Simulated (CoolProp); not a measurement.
Computed with CoolProp (reference Helmholtz-energy equation of state, Lemmon 2009).

### Question
For propane, give the phase and the Z, cp (kJ/(kg K)), speed of sound (m/s), viscosity (µPa s) at 131.95 °C and 0.598 MPa; 131.95 °C and 2.52 MPa; 131.95 °C and 10.6 MPa.

### Answer
- 131.95 °C and 0.598 MPa: gas; Z 0.964, cp 2.19, speed of sound 281, viscosity 11.0
- 131.95 °C and 2.52 MPa: gas; Z 0.834, cp 2.43, speed of sound 250, viscosity 11.8
- 131.95 °C and 10.6 MPa: supercritical; Z 0.420, cp 3.75, speed of sound 340, viscosity 40.3

Viscosity comes from a separate model (Vogel 1998).
